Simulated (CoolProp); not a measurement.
The numbers come from the reference Helmholtz-energy equation of state, Span 1996 in CoolProp.

Q: Give the vapour pressure (kPa), vapour density (kg/m³), liquid cp (kJ/(kg K)), surface tension (mN/m) of saturated carbon dioxide at 250.4, 281.4 K.

A: 
```tsv
T (K)	p (kPa)	vapour density (kg/m³)	liquid cp (kJ/(kg K))	surface tension (mN/m)
250.4	1810	47.3	2.14	8.94
281.4	4310	127	2.89	3.04
```

Surface tension comes from a separate correlation (Mulero 2012).
